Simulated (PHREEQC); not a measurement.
Model water analysis in mg/L, 25 °C, pH 5.85, pe 10.3:

| constituent | mg/L |
|---|---|
| Na | 0.0471 |
| K | 0.0153 |
| Ca | 0.0294 |
| Mg | 0.0145 |
| Cl | 0.00692 |
| S(6) as SO4 | 0.189 |
| Alkalinity as HCO3 | 0.0588 |
| O(0) (dissolved oxygen) | 1.81e-05 |
| Zn | 0.00826 |

Valence states are taken as typed.

The numbers come from PHREEQC with the ion-association model, phreeqc.dat.

No solid was allowed to form.

Estimate the ionic strength, charge-balance error.

ionic strength 1.01e-5 mol/kgw; charge-balance error 1.9 %.

In which forms is C present?

CO2 76 %, HCO3- 24 % of the C.

Species that the database lacks are ignored.
